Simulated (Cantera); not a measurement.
Charge: 1 mol CuF2, 3.2 mol HF, a varied amount of H2, at 0.0420 bar.

Method: chemical equilibrium by Gibbs-energy minimisation in Cantera with the NASA 1993 tables (ideal gas, pure condensed phases). Candidate condensed phases: Cu, CuF2; 15 gas species. Kinetics and transport are ignored.

Problem. What condenses at these points (T in °C, n(H2) in mol): (1127, 4.7); (1652, 2.9); (1802, 77); (1727, 200); (1202, 200)?

Solution. 
| T (°C) | n(H2) in mol | condensed phases | Cu condensed (%) |
|---|---|---|---|
| 1127 | 4.7 | Cu | 100.0 |
| 1652 | 2.9 | Cu | 58.3 |
| 1802 | 77 | gas only | 0.0 |
| 1727 | 200 | gas only | 0.0 |
| 1202 | 200 | Cu | 97.4 |
